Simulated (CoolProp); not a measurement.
Aqueous lithium chloride as a coolant, at 34 °C, 1 atm.

Values from CoolProp's Melinder's fits for secondary coolants.

```csv
mass %,freezing point (°C),conductivity (W/(m K)),cp (kJ/(kg K)),Prandtl number,viscosity (mPa s)
1.5,-1.1,0.617,4.098,5.16,0.777
3.7,-3.5,0.611,3.985,5.48,0.840
5.9,-6.2,0.605,3.878,5.80,0.906
8.1,-9.2,0.599,3.778,6.16,0.977
10.3,-12.7,0.594,3.685,6.56,1.06
12.5,-17.2,0.588,3.597,7.04,1.15
14.7,-23.0,0.583,3.515,7.59,1.26
16.9,-30.5,0.578,3.438,8.23,1.38
19.1,-39.7,0.573,3.367,8.98,1.53
21.3,-50.1,0.568,3.305,9.85,1.69
23.5,-60.7,0.563,3.254,10.9,1.88
```
